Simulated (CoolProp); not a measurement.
Vapour pressure (MPa) of CHF3 (R23): the reference equation beside estimates from Tc = 299.3 K, pc = 4.832 MPa, ω = 0.263. Clausius-Clapeyron is anchored at 220.8 K with a constant enthalpy of vaporisation of 14.87 kJ/mol.

Computed with CoolProp (reference Helmholtz-energy equation of state, Penoncello 2003).

```
T (K)  reference  Clausius-Clapeyron  van der Waals  Redlich-Kwong  Soave-Redlich-Kwong  Peng-Robinson
-----  ---------  ------------------  -------------  -------------  -------------------  -------------
160      0.01105             0.02001         0.2084        0.02634              0.01052        0.01110
170.2    0.02536             0.03910         0.3058        0.05505              0.02446        0.02534
180.3    0.05184             0.07045         0.4296         0.1032              0.05056        0.05167
190.4    0.09711              0.1192         0.5837         0.1783              0.09564        0.09666
200.6     0.1701              0.1923         0.7732         0.2896               0.1689         0.1693
210.7     0.2788              0.2948         0.9970         0.4432               0.2789         0.2778
220.8     0.4347              0.4347          1.259         0.6482               0.4373         0.4336
231       0.6519              0.6216          1.566         0.9156               0.6589         0.6515
241.1     0.9391              0.8598          1.913          1.248               0.9528         0.9405
251.2      1.312               1.159          2.304          1.655                1.335          1.317
261.4      1.791               1.530          2.747          2.150                1.825          1.802
271.5      2.385               1.973          3.233          2.729                2.428          2.403
```

Absolute difference from the reference over all 12 rows, mean and median: Clausius-Clapeyron 22.4 and 13.8 %, van der Waals 444.3 and 223.6 %, Redlich-Kwong 62.5 and 54.0 %, Soave-Redlich-Kwong 1.8 and 1.6 %, Peng-Robinson 0.4 and 0.4 %.
